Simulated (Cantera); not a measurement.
**Thermodynamics of silicon nitride deposition, feed SiH₂Cl₂ + NH₃ + N₂**

Charge: 1 mol SiH₂Cl₂, 4.8 mol NH₃, 1.7 mol N₂, equilibrated at 1.73 Torr.

Cantera equilibrium calculation (NASA polynomials, part measured and part estimated; ideal gas, pure solids and liquids). Candidate condensed phases: NH₄Cl, Si, Si₃N₄; 28 gas species. The tables' values for SiCl, SiCl₃, SiN are old estimates; treat these amounts as uncertain. Gases not in the tables: Si₂H₆ and higher silanes. Equilibrium is a limit: real reactors are often held back by kinetics, nucleation or transport.

```tsv
T (K)	x H₂	x N₂	x HCl	x SiCl₂	x H	x Si	x SiCl	x Cl	n Si₃N₄(s)	n Si(s)	n Si(l)
1175	0.570	0.272	0.158	7.48e-5	1.93e-6	<1e-12	4.36e-11	4.66e-7	0.332	0	0
1225	0.570	0.272	0.157	0.000224	4.91e-6	3.18e-12	4.07e-10	1.17e-6	0.332	0	0
1275	0.571	0.272	0.156	0.000610	1.16e-5	4.60e-11	3.17e-9	2.70e-6	0.330	0	0
1325	0.571	0.273	0.154	0.00151	2.58e-5	5.41e-10	2.09e-8	5.84e-6	0.326	0	0
1375	0.572	0.274	0.150	0.00338	5.41e-5	5.30e-9	1.18e-7	1.18e-5	0.318	0	0
1425	0.574	0.275	0.143	0.00677	0.000108	4.41e-8	5.70e-7	2.20e-5	0.303	0	0
1475	0.578	0.278	0.132	0.0120	0.000206	3.16e-7	2.39e-6	3.80e-5	0.281	0	0
1525	0.582	0.281	0.118	0.0188	0.000376	1.99e-6	8.69e-6	6.10e-5	0.252	0	0
1575	0.586	0.285	0.102	0.0264	0.000663	1.11e-5	2.79e-5	9.14e-5	0.219	0	0
1625	0.590	0.288	0.0857	0.0340	0.00113	5.53e-5	8.07e-5	0.000129	0.185	0	0
1675	0.577	0.308	0.0764	0.0365	0.00184	0.000189	0.000175	0.000190	0	0.507	0
1725	0.575	0.308	0.0773	0.0359	0.00294	0.000441	0.000297	0.000306	0	0	0.510
1775	0.572	0.307	0.0789	0.0348	0.00457	0.000954	0.000480	0.000483	0	0	0.513
1825	0.569	0.306	0.0802	0.0338	0.00693	0.00198	0.000754	0.000744	0	0	0.508
```
x: gas mole fraction; n: condensed amount in mol.

From 1175 K to 1625 K the condensed part is Si₃N₄(s). At 1675 K the condensed part is Si(s). From 1725 K to 1825 K the condensed part is Si(l). The main Si-bearing gas is SiCl₄ at 1175 K and SiCl₂ at 1825 K. The share of Si in condensed phases is highest at 1175 K (99.7 %) and lowest at 1675 K (50.7 %).
